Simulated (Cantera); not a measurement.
Charge: 1 mol AlCl3, 1.1 mol H2O, 320 mol H2, 9.6 mol NH3, equilibrated at 1675 °C and 750 Torr.

Equilibrium computed with Cantera from the NASA thermochemical tables; the gas is ideal and each condensed phase is pure. Candidate condensed phases: Al, AlCl3, AlN, Al2O3, H2O, NH4Cl; 45 gas species. The tables' values for AlCl2 are old estimates; treat these amounts as uncertain. The numbers say what is thermodynamically allowed, not how fast it happens.

Base state: H2 0.976, N2 0.0140, HCl 0.00775, H 0.00112, AlCl 0.000927, H2O 0.000290, AlCl2 3.80e-5 (mole fractions); condensed: Al2O3(s).

Q: What changes in the equilibrium state with this change: temperature from 1675 °C to 1627 °C?

A: 
```csv
species,before,after
H2,0.976,0.976
N2,0.0140,0.0140
HCl,0.00775,0.00781
H,0.00112,0.000784
H2O,0.000290,0.000187
AlCl,0.000927,0.000853
AlCl2,3.80e-5,4.33e-5
"Al2O3(s), mol",0.333,0.345
```
